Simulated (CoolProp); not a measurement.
Saturation properties of isopentane.

The numbers come from the reference Helmholtz-energy equation of state, Lemmon 2006 in CoolProp. It is a short technical equation, of lower accuracy than the large ones.

```
T (K)   p (MPa)  liquid density (kg/m³)  enthalpy of vaporisation (kJ/kg)  vapour Z  liquid conductivity (mW/(m K))
-----  --------  ----------------------  --------------------------------  --------  ------------------------------
242.9  0.007696                   668.2                             384.1       ___                             120
257.5   0.01672                   654.6                             374.4    0.9878                             115
272.1   0.03300                   640.7                               ___    0.9801                             110
286.7   0.06012                     ___                             354.0    0.9694                             105
301.3    0.1025                   611.7                             343.0    0.9556                             ___
315.9    0.1651                   596.5                             331.4    0.9380                            96.4
330.5    0.2538                   580.5                             318.8    0.9165                            92.1
345.1    0.3746                   563.6                             305.1    0.8905                            87.8
359.7    0.5344                   545.7                             290.1    0.8598                            83.4
374.3    0.7402                   526.3                             273.4    0.8238                            79.0
388.9    0.9996                   505.2                             254.5    0.7816                            74.6
403.5     1.321                   481.6                             232.7    0.7321                            70.1
```

### Question
What belongs in the gaps?

### Answer

- 242.9, vapour Z: 0.9931
- 272.1, enthalpy of vaporisation (kJ/kg): 364.4
- 286.7, liquid density (kg/m³): 626.5
- 301.3, liquid conductivity (mW/(m K)): 101

It boils at 301.0 K under 1 atm.

Thermal conductivity comes from a separate model (Vassiliou 2015).
